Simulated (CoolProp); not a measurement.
Values from CoolProp's reference Helmholtz-energy equation of state, Thol 2021.

Question: For chlorine, give the phase and the density (kg/m³), cp (kJ/(kg K)), cv (kJ/(kg K)) at 387.8 K and 20 MPa.

Answer: 
- 387.8 K and 20 MPa: liquid; density 1180, cp 1.03, cv 0.473
